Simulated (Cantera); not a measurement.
Feed: 1 mol TEOS, 3.4 mol H2O, 4.1 mol N2, equilibrated at 6.30 Pa.

Cantera equilibrium calculation (NASA polynomials, part measured and part estimated; ideal gas, pure solids and liquids). Candidate condensed phases: C, C6H6, C7H8, C8H18, H2O, Si, SiC, SiO2, Si2N2O, Si3N4; 151 gas species. The feed counts by its element totals alone. N2 is the only nitrogen source here; it is nearly inert below about 1500 K, so the nitride shown seldom forms there in practice. Mutual solubility and eutectic melting of coexisting phases are not modelled. Equilibrium is a limit: real reactors are often held back by kinetics, nucleation or transport.

x: gas mole fraction; n: condensed amount in mol.

```
T (K)   x H2   x CO   x N2     x CO2     x SiO  x H2O       x H  n C(graphite)  n SiO2(α-quartz)  n SiO2(β-quartz)  n Si2N2O(s)  n SiC(s)
-----  -----  -----  -----  --------  --------  -----  --------  -------------  ----------------  ----------------  -----------  --------
675    0.597  0.185  0.185    0.0260    <1e-12      ?    <1e-12           3.33              1.00                 0            0         0
750    0.586  0.232  0.180   0.00189    <1e-12      ?  3.05e-11           2.66              1.00                 0            0         0
825    0.585  0.235  0.179  0.000157    <1e-12      ?  7.65e-10           2.61              1.00                 0            0         0
900    0.585  0.236  0.179   1.96e-5    <1e-12      ?   1.13e-8           2.60                 0              1.00            0         0
975    0.585  0.236  0.179   3.36e-6  1.64e-10      ?   1.10e-7           2.60                 0              1.00            0         0
1050   0.561  0.289  0.151   1.12e-6   4.26e-8      ?   7.65e-7           1.10                 0                 0        0.500         0
1125   0.561  0.289  0.151   3.07e-7   1.05e-6      ?   4.19e-6           1.10                 0                 0        0.500         0
1200   0.561  0.289  0.151   9.92e-8   1.73e-5      ?   1.86e-5           1.10                 0                 0        0.500         0
1275   0.544  0.295  0.161   3.96e-8  0.000202      ?   6.85e-5              0                 0                 0        0.130     0.734
1350   0.541  0.293  0.162   5.28e-8   0.00321      ?  0.000221              0                 0                 0       0.0807     0.759
1425   0.538  0.289  0.165   3.13e-8   0.00805      ?  0.000630              0                 0                 0            0     0.799
1500   0.537  0.289  0.164   1.32e-8   0.00807      ?   0.00162              0                 0                 0            0     0.799
```

Question: What belongs in the gaps?

Answer: 
- 675, x H2O: 0.00702
- 750, x H2O: 0.000778
- 825, x H2O: 0.000110
- 900, x H2O: 2.11e-5
- 975, x H2O: 5.22e-6
- 1050, x H2O: 1.85e-6
- 1125, x H2O: 6.56e-7
- 1200, x H2O: 2.65e-7
- 1275, x H2O: 1.21e-7
- 1350, x H2O: 1.92e-7
- 1425, x H2O: 1.32e-7
- 1500, x H2O: 6.33e-8
